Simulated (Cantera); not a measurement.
A closed system holds: 1 mol SiH4, a varied amount of CO2, 2.5 mol H2, held at 1098 K and 880 Pa.

Equilibrium computed with Cantera from the NASA thermochemical tables; the gas is ideal and each condensed phase is pure. Candidate condensed phases: C, C6H6, C7H8, C8H18, H2O, Si, SiC, SiO2; 123 gas species. Rates play no part.

Problem. At 9.4 mol CO2, list the 4 most abundant gas species with their mole fractions, and the condensed phases.

Solution. CO2 0.360, CO 0.317, H2O 0.173, H2 0.151. Condensed: SiO2(β-quartz).
